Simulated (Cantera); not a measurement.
An adiabatic, constant-volume homogeneous reactor starts with 2.33 % C3H8, 20.4 % O2, 76.9 % N2, 0.280 % H2, equivalence ratio 0.58, at 1350 K and 680000 Pa.

Cantera simulation using GRI-Mech 3.0 (53 species, 325 reactions); the numbers are that mechanism's predictions, not measurements. GRI-Mech 3.0 was tuned for natural gas; its chemistry of propane as a main component is partial and can be far from experiment.

One state of this run: T (K) = 2707; P (bar) = 14.0; x C3H8 = <1e-12; x O2 = 0.0756; x NO = 0.0166; x C2H6 = <1e-12; x O = 0.00275. x: mole fraction; the columns are a selection and need not sum to one.

Q: Which value of t (s) does it belong to?
A. 0.00126
B. 0.000252
C. 2.00e-6
D. 5.03e-5

A: A, 0.00126
